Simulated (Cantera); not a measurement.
Mixture: CH4 : O2 : N2 = 1 : 3.23 : 12.9 (molar parts), equivalence ratio 0.62, at 10.0 bar, adiabatic and at constant pressure. Ignition delay is the time to a rise of 400 K.

Cantera simulation using GRI-Mech 3.0 (53 species, 325 reactions); the numbers are that mechanism's predictions, not measurements.

Problem. What does this change do: N2 12.9 to 19 parts?

Solution. 
```json
[
 {"quantity": "delay at 1050 K", "before": "32.8 ms", "after": "45.2 ms"},
 {"quantity": "delay at 1250 K", "before": "2.21 ms", "after": "3.16 ms"},
 {"quantity": "delay at 1450 K", "before": "0.264 ms", "after": "0.378 ms"},
 {"quantity": "delay at 1650 K", "before": "46.1 µs", "after": "63.0 µs"},
 {"quantity": "delay at 1850 K", "before": "11.5 µs", "after": "15.1 µs"},
 {"quantity": "apparent activation energy between 1650 and 1850 K", "before": "180 kJ/mol", "after": "180 kJ/mol"}
]
```

Problem. What does this change do: 0.064 parts C2H6 added?

Solution. 
```
quantity                                                before       after
--------------------------------------------------  ----------  ----------
delay at 1050 K                                        32.8 ms     11.6 ms
delay at 1250 K                                        2.21 ms    0.810 ms
delay at 1450 K                                       0.264 ms    0.114 ms
delay at 1650 K                                        46.1 µs     21.8 µs
delay at 1850 K                                        11.5 µs     6.01 µs
apparent activation energy between 1650 and 1850 K  180 kJ/mol  160 kJ/mol
```
